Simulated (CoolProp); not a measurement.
Vapour-liquid equilibrium of acetone (1) + toluene (2) at 0.142 MPa; x and y are mole fractions of (1).

Values from CoolProp's multi-fluid Helmholtz-energy mixture model, Lemmon 2006 and Lemmon 2006; pair parameters Bell 2016.

```
x     bubble temperature, mixture model (°C)  bubble temperature, Raoult's law (°C)  y, mixture model  y, Raoult's law
----  --------------------------------------  -------------------------------------  ----------------  ---------------
0.05                                   113.5                                  116.7             0.252            0.197
0.2                                     96.2                                  102.1             0.604            0.554
0.35                                    86.6                                   91.7             0.748            0.737
0.5                                     80.3                                   83.7             0.831            0.845
0.65                                    75.4                                   77.4             0.890            0.913
0.8                                     71.2                                   72.1             0.940            0.959
0.95                                    67.5                                   67.6             0.985            0.991
```

The largest gap from Raoult's law is -5.9 K in bubble temperature, at x = 0.2. No azeotrope shows between x = 0.05 and 0.95.

Pair parameters are fitted to limited data, so mixtures are less certain than the pure fluids.
